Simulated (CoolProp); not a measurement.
c-C4F8 (RC318) at several states: fugacity coefficient from the reference equation and from simpler models built on Tc = 115.2 °C, pc = 2.778 MPa, ω = 0.355; each cubic takes its own stable root.

Computed with CoolProp (reference Helmholtz-energy equation of state, Platzer 1990). This equation is an older, rougher fit; its heat capacities, sound speeds and derivatives of the liquid may be far off and weren't checked against measurements.

```json
[
 {"T (°C)": "179.95", "p (MPa)": "0.543", "phase": "gas", "reference": "___", "van der Waals": "___", "Soave-Redlich-Kwong": "___", "Peng-Robinson": "0.9572"},
 {"T (°C)": "0.45", "p (MPa)": "0.689", "phase": "liquid", "reference": "___", "van der Waals": "0.7255", "Soave-Redlich-Kwong": "___", "Peng-Robinson": "___"},
 {"T (°C)": "187.15", "p (MPa)": "0.0973", "phase": "gas", "reference": "0.9938", "van der Waals": "0.9932", "Soave-Redlich-Kwong": "0.9938", "Peng-Robinson": "0.9926"},
 {"T (°C)": "166.75", "p (MPa)": "0.112", "phase": "gas", "reference": "0.9915", "van der Waals": "0.9912", "Soave-Redlich-Kwong": "0.9914", "Peng-Robinson": "0.9900"},
 {"T (°C)": "141.65", "p (MPa)": "0.069", "phase": "gas", "reference": "0.9935", "van der Waals": "0.9937", "Soave-Redlich-Kwong": "0.9933", "Peng-Robinson": "0.9925"},
 {"T (°C)": "197.05", "p (MPa)": "1.03", "phase": "gas", "reference": "0.9400", "van der Waals": "0.9322", "Soave-Redlich-Kwong": "0.9408", "Peng-Robinson": "0.9304"}
]
```

Task: Fill in the missing entries.

Result: 
- 179.95, reference: 0.9633
- 179.95, van der Waals: 0.9606
- 179.95, Soave-Redlich-Kwong: 0.9632
- 0.45, reference: 0.1866
- 0.45, Soave-Redlich-Kwong: 0.1870
- 0.45, Peng-Robinson: 0.1856
